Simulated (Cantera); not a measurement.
A perfectly stirred reactor is fed with CH₂O : O₂ : N₂ = 0.014 : 0.0048 : 1 (molar parts), at 0.820 bar; it is held at 1523 K, and followed from long to short residence time.

Detailed kinetics in Cantera: GRI-Mech 3.0 (53 species, 325 reactions).

### Question
Predict: x(CH₂O) at τ = 12.0 s; x(O₂) at τ = 12.0 s; x(CH₂O) at τ = 0.280 s; x(O₂) at τ = 0.280 s; x(HO₂) at τ = 0.280 s.

### Answer
| Item | Value |
|---|---|
| x(CH₂O) at τ = 12.0 s | 7.52e-8 |
| x(O₂) at τ = 12.0 s | 9.68e-7 |
| x(CH₂O) at τ = 0.280 s | 5.66e-7 |
| x(O₂) at τ = 0.280 s | 7.57e-6 |
| x(HO₂) at τ = 0.280 s | 1.54e-9 |
